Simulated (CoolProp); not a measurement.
Saturated liquid density (kg/m³) of R1224YDZ: the reference equation beside estimates from Tc = 155.5 °C, pc = 3.334 MPa, ω = 0.325. Rackett uses Z = 0.29056 − 0.08775 ω.

Values from CoolProp's reference Helmholtz-energy equation of state, Akasaka 2023.

```csv
T (°C),reference,Rackett,van der Waals,Redlich-Kwong,Soave-Redlich-Kwong,Peng-Robinson
44.05,1306,1319,764.1,1098,1161,1316
53.75,1276,1288,746.7,1067,1131,1282
63.55,1245,1256,728.2,1034,1098,1246
73.25,1213,1223,708.8,998.9,1063,1206
83.05,1178,1187,687.9,961.2,1024,1163
92.75,1141,1149,665.8,921.3,982.7,1115
102.55,1101,1108,641.5,877.6,936.5,1062
112.25,1057,1063,615.0,830.3,885.6,1004
122.05,1007,1012,585.1,777.1,827.3,935.7
```

Absolute difference from the reference over all 9 rows, mean and median: Rackett 0.8 and 0.8 %, van der Waals 41.6 and 41.6 %, Redlich-Kwong 18.8 and 18.4 %, Soave-Redlich-Kwong 13.6 and 13.1 %, Peng-Robinson 2.3 and 1.3 %.
